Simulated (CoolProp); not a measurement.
Properties of o-xylene at several states (Tc = 357.1 °C, pc = 3737 kPa, ω = 0.312).

Values from CoolProp's reference Helmholtz-energy equation of state, Zhou 2012.

```csv
T (°C),p (kPa),phase,expansivity (1/kK),viscosity (µPa s)
5.15,1750,liquid,(withheld),(withheld)
340.55,12700,liquid,(withheld),(withheld)
76.15,616,liquid,1.049,(withheld)
256.05,19600,liquid,(withheld),(withheld)
```

Q: Fill in the missing entries.

A: 
- 5.15, expansivity (1/kK): 0.9310
- 5.15, viscosity (µPa s): 1030
- 340.55, expansivity (1/kK): 2.189
- 340.55, viscosity (µPa s): 101
- 76.15, viscosity (µPa s): 428
- 256.05, expansivity (1/kK): 1.281
- 256.05, viscosity (µPa s): 169

Viscosity comes from a separate model (Cao 2016).
